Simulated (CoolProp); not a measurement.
Aqueous lithium chloride as a coolant, at -5 °C, 1 atm.

Values from CoolProp's Melinder's fits for secondary coolants.

| mass % | freezing point (°C) | conductivity (W/(m K)) | viscosity (mPa s) | density (kg/m³) | Prandtl number |
|---|---|---|---|---|---|
| 6.5 | -7.0 | 0.541 | 2.53 | 1039 | 17.9 |
| 8.3 | -9.5 | 0.538 | [?] | 1050 | 18.6 |
| 10 | -12.2 | 0.535 | 2.85 | 1060 | 19.3 |
| 11.8 | -15.6 | 0.532 | 3.04 | [?] | 20.1 |
| 13.5 | -19.6 | 0.529 | [?] | 1081 | 21.0 |
| 15.3 | -24.9 | 0.526 | [?] | 1092 | 22.0 |
| 17 | -30.9 | 0.523 | 3.71 | 1103 | 23.0 |
| 18.8 | -38.4 | 0.520 | [?] | 1114 | 24.3 |
| 20.5 | -46.3 | 0.517 | 4.30 | 1125 | [?] |
| 22.3 | -55.0 | [?] | 4.68 | 1136 | [?] |

Question: Fill in the missing entries.

Answer: 
- 8.3, viscosity (mPa s): 2.69
- 11.8, density (kg/m³): 1071
- 13.5, viscosity (mPa s): 3.24
- 15.3, viscosity (mPa s): 3.47
- 18.8, viscosity (mPa s): 4.00
- 20.5, Prandtl number: 25.7
- 22.3, conductivity (W/(m K)): 0.514
- 22.3, Prandtl number: 27.6
